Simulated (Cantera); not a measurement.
A closed system holds: 1 mol CuO, 2 mol C, 0.072 mol CO, at 1.00 bar.

Equilibrium computed with Cantera from the NASA thermochemical tables; the gas is ideal and each condensed phase is pure. Candidate condensed phases: C, Cu, CuO, Cu2O; 15 gas species. Kinetics and transport are ignored.

Problem. Which condensed phases are stable at each of these points (T (K)): 1000, 1100, 1200, 1300, 1400, 1500, 1600, 1700, 1800, 1900, 2000, 2100, 2200, 2300?

Solution. 
```tsv
T (K)	condensed phases	Cu condensed (%)
1000	C(graphite) + Cu(s)	100.0
1100	C(graphite) + Cu(s)	100.0
1200	C(graphite) + Cu(s)	100.0
1300	C(graphite) + Cu(s)	100.0
1400	C(graphite) + Cu(l)	100.0
1500	C(graphite) + Cu(l)	100.0
1600	C(graphite) + Cu(l)	100.0
1700	C(graphite) + Cu(l)	100.0
1800	C(graphite) + Cu(l)	99.9
1900	C(graphite) + Cu(l)	99.8
2000	C(graphite) + Cu(l)	99.5
2100	C(graphite) + Cu(l)	98.9
2200	C(graphite) + Cu(l)	97.4
2300	C(graphite) + Cu(l)	94.5
```

From 1000 K to 1300 K the condensed part is C(graphite) + Cu(s). From 1400 K to 2300 K the condensed part is C(graphite) + Cu(l).
